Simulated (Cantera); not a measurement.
Input: 1 mol SiHCl3, 79 mol N2, equilibrated at 1423 K and 0.0750 bar.

Equilibrium computed with Cantera from the NASA thermochemical tables; the gas is ideal and each condensed phase is pure. N2 is the only nitrogen source here; it is nearly inert below about 1500 K, so the nitride shown seldom forms there in practice. The tables' values for SiCl3 are old estimates; treat these amounts as uncertain. Kinetics and transport are ignored.

| species | before | after |
|---|---|---|
| N2 | 0.980 | 0.707 |
| HCl | 0.0116 | 0.156 |
| SiCl4 | 0.00403 | 0.0873 |
| H2 | 0.000426 | 0.0186 |
| SiCl3 | 0.00157 | 0.0167 |
| SiCl2 | 0.00244 | 0.0127 |
| SiHCl3 | 1.15e-5 | 0.000807 |
| Cl | 1.11e-5 | 2.28e-5 |
| Si3N4(s), mol | 0.118 | 0.132 |
Gas species are given as mole fractions.

Task: Name the change that produced these shifts.
A) temperature from 1423 K to 1675 K
B) N2 from 79 to 3.9 mol
C) temperature from 1423 K to 1548.15 K
D) temperature from 1423 K to 975 K

Result: B, N2 from 79 to 3.9 mol
